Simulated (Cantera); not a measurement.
Equilibrium for chemical vapour transport: MgO + HCl + Cl₂

Input: 1 mol MgO, 0.11 mol HCl, 0.19 mol Cl₂, equilibrated at 1723.15 K.

These are equilibrium values from Cantera (NASA tables, ideal gas, pure condensed phases), not measurements of a reactor. Candidate condensed phases: H₂O, Mg, MgCl₂, MgO, Mg(OH)₂; 22 gas species. Mutual solubility and eutectic melting of coexisting phases are not modelled. The numbers say what is thermodynamically allowed, not how fast it happens.

```tsv
P (Pa)	x MgCl₂	x HCl	x Cl	x O₂	x Cl₂	x H₂O	n MgO(s)	n MgCl₂(l)
1000	0.343	0.256	0.217	0.169	0.0100	0.00447	0.857	0
3200	0.365	0.260	0.170	0.180	0.0197	0.00437	0.851	0
10000	0.376	0.265	0.131	0.186	0.0365	0.00440	0.849	0
32000	0.376	0.271	0.0976	0.185	0.0650	0.00461	0.853	0
100000	0.360	0.278	0.0711	0.177	0.108	0.00506	0.863	0
320000	0.329	0.287	0.0496	0.161	0.168	0.00587	0.879	0
1000000	0.199	0.342	0.0310	0.209	0.204	0.0138	0.871	0.0693
```
x: gas mole fraction; n: condensed amount in mol.

From 1000 Pa to 320000 Pa the condensed part is MgO(s). At 1000000 Pa the condensed part is MgCl₂(l) + MgO(s). The main Mg-bearing gas is MgCl₂ throughout. The share of Mg in condensed phases is highest at 1000000 Pa (94.1 %) and lowest at 10000 Pa (84.9 %).
